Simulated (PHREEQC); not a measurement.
Consider water at 25 °C with 0.00011 mol/kgw CaSO4, 0.34 mol/kgw Na2SO4 and 0.45 mol/kgw NaCl. Closed to the air; pH follows from the charge balance.

Equilibrium calculation in PHREEQC: ion-association model, phreeqc.dat.

Q: The ionic strength comes out as 1.17 mol/kgw. What activity coefficients do Na+, Ca+2, NaSO4-, SO4-2, Cl- get?

A: Na+ 0.74, Ca+2 0.25, NaSO4- 0.65, SO4-2 0.14, Cl- 0.60.

Precipitation was switched off in this run. Ionic strength above about 0.7 mol/kgw puts this run outside the model's range. Species that the database lacks are ignored.
